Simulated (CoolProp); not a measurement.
Properties of hexamethyldisiloxane (MM) along the isobar 0.101 MPa (Tc = 245.6 °C, pc = 1.931 MPa, ω = 0.418).

Computed with CoolProp (reference Helmholtz-energy equation of state, Thol 2016).

| T (°C) | phase | density (kg/m³) | cp (kJ/(kg K)) | Joule-Thomson coefficient (K/MPa) | isothermal compressibility (1/MPa) | fugacity coefficient |
|---|---|---|---|---|---|---|
| 195.95 | gas | 4.322 | 1.954 | 11.76 | 10.18 | 0.9736 |
| 207.55 | gas | 4.208 | 1.980 | 10.87 | 10.16 | 0.9757 |
| 219.15 | gas | 4.100 | 2.006 | 10.09 | 10.14 | 0.9776 |
| 230.75 | gas | 3.998 | 2.032 | 9.400 | 10.12 | 0.9794 |
| 242.35 | gas | 3.902 | 2.058 | 8.788 | 10.10 | 0.9810 |
| 254.05 | gas | 3.809 | 2.083 | 8.237 | 10.08 | 0.9824 |
| 265.65 | gas | 3.722 | 2.108 | 7.746 | 10.07 | 0.9837 |
| 277.25 | gas | 3.639 | 2.133 | 7.300 | 10.06 | 0.9849 |
| 288.85 | gas | 3.560 | 2.157 | 6.895 | 10.04 | 0.9860 |
| 300.45 | gas | 3.485 | 2.181 | 6.523 | 10.03 | 0.9870 |
| 312.05 | gas | 3.412 | 2.204 | 6.182 | 10.02 | 0.9879 |
| 323.65 | gas | 3.343 | 2.227 | 5.866 | 10.01 | 0.9888 |
| 335.25 | gas | 3.276 | 2.250 | 5.574 | 10.01 | 0.9896 |
| 346.85 | gas | 3.213 | 2.272 | 5.303 | 9.999 | 0.9903 |
